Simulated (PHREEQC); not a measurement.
Make-up at 25 °C: 0.022 mol/kgw NaOH, 0.001 mol/kgw H3BO3 and 0.0037 mol/kgw Na2CO3. Closed to the air; pH follows from the charge balance.

The numbers come from PHREEQC with the ion-association model, phreeqc.dat.

No solid was allowed to form.

Task: Order these C species by the share of C that they hold, largest first: HCO3-, NaCO3-, CO3-2.

Result: CO3-2 (77 %), NaCO3- (22 %), HCO3- (0.59 %)

The pH is 12.24 and the ionic strength 0.0314 mol/kgw.
